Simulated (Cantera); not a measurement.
Input: 1 mol Si, 2.8 mol NF₃, 13 mol N₂, at 1700 K and 400 Pa.

Cantera equilibrium calculation (NASA polynomials, part measured and part estimated; ideal gas, pure solids and liquids). Candidate condensed phases: Si, Si₃N₄; 16 gas species. The numbers say what is thermodynamically allowed, not how fast it happens.

Base state: N₂ 0.727, F 0.222, SiF₄ 0.0505 (mole fractions); condensed: gas only.

What changes in the equilibrium state with this change: pressure from 400 Pa to 94000 Pa?


| species | before | after |
|---|---|---|
| N₂ | 0.727 | 0.728 |
| F | 0.222 | 0.220 |
| SiF₄ | 0.0505 | 0.0506 |
| F₂ | 5.48e-6 | 0.00126 |
